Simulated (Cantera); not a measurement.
An isothermal, constant-pressure homogeneous reactor starts with N2O = 1 (molar parts), at 1200 K and 0.133 bar.

Detailed kinetics in Cantera: GRI-Mech 3.0 (53 species, 325 reactions). GRI-Mech 3.0 was tuned for natural gas; its chemistry of N2O as a main component is partial and can be far from experiment. The mechanism lacks the step 2 NO + O2 → 2 NO2, which can matter for NO2 below about 1400 K. The temperature is held fixed by assumption; the heat of reaction is taken as removed at once.

x: mole fraction; the columns are a selection and need not sum to one.

| t (s) | x N2O | x N2 | x NO | x O2 | x O |
|---|---|---|---|---|---|
| 4.00e-6 | 1.00 | 1.70e-7 | ? | 6.39e-9 | 1.56e-7 |
| 1.39e-5 | 1.000 | 6.38e-7 | ? | 7.14e-8 | 4.86e-7 |
| 4.80e-5 | 1.000 | 2.64e-6 | ? | 6.82e-7 | 1.20e-6 |
| 0.000167 | 1.000 | 1.13e-5 | ? | 4.50e-6 | 1.78e-6 |
| 0.000577 | 1.000 | 4.30e-5 | ? | 1.95e-5 | 1.82e-6 |
| 0.00200 | 1.000 | 0.000153 | ? | 7.15e-5 | 1.82e-6 |
| 0.00693 | 0.999 | 0.000535 | ? | 0.000252 | 1.82e-6 |
| 0.0240 | 0.997 | 0.00185 | ? | 0.000875 | 1.82e-6 |
| 0.0833 | 0.990 | 0.00640 | ? | 0.00302 | 1.82e-6 |
| 0.289 | 0.965 | 0.0218 | ? | 0.0103 | 1.82e-6 |
| 1.00 | 0.887 | 0.0714 | ? | 0.0337 | 1.81e-6 |

Question: Fill in the missing entries.

Answer: 
- 4.00e-6, x NO: 1.50e-9
- 1.39e-5, x NO: 1.67e-8
- 4.80e-5, x NO: 1.60e-7
- 0.000167, x NO: 1.05e-6
- 0.000577, x NO: 4.56e-6
- 0.00200, x NO: 1.68e-5
- 0.00693, x NO: 5.90e-5
- 0.0240, x NO: 0.000205
- 0.0833, x NO: 0.000708
- 0.289, x NO: 0.00241
- 1.00, x NO: 0.00788
